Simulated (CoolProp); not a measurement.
R365MFC along the isotherm 485.1 K: Z from the reference equation and from simpler models built on Tc = 460.0 K, pc = 32.66 bar, ω = 0.377; each cubic takes its own stable root.

Model: reference Helmholtz-energy equation of state, Lemmon 2016, in CoolProp.

```csv
p (bar),phase,reference,van der Waals,Redlich-Kwong,Soave-Redlich-Kwong,Peng-Robinson
3.77,gas,0.9640,0.9691,0.9656,0.9670,0.9629
7.54,gas,0.9268,0.9366,___,0.9327,0.9246
11.3,gas,0.8884,0.9021,0.8923,0.8970,___
15.1,gas,0.8481,0.8649,___,___,0.8435
18.8,gas,0.8074,0.8256,0.8109,0.8204,0.8013
22.6,gas,0.7636,0.7814,0.7652,0.7780,0.7557
26.4,gas,0.7176,0.7316,0.7153,0.7324,0.7073
30.2,gas,0.6687,0.6736,0.6597,0.6829,0.6554
33.9,supercritical,0.6176,0.6038,0.5975,0.6297,0.6005
37.7,supercritical,0.5597,0.5035,___,0.5687,0.5389
41.5,supercritical,0.4936,0.3974,0.4319,0.5019,0.4732
45.2,supercritical,0.4189,0.3778,0.3753,0.4428,0.4157
49,supercritical,0.3543,0.3814,0.3582,0.4077,0.3801
```

Q: Some entries are withheld; supply them.

A: 
- 7.54, Redlich-Kwong: 0.9297
- 11.3, Peng-Robinson: 0.8851
- 15.1, Redlich-Kwong: 0.8523
- 15.1, Soave-Redlich-Kwong: 0.8592
- 37.7, Redlich-Kwong: 0.5209
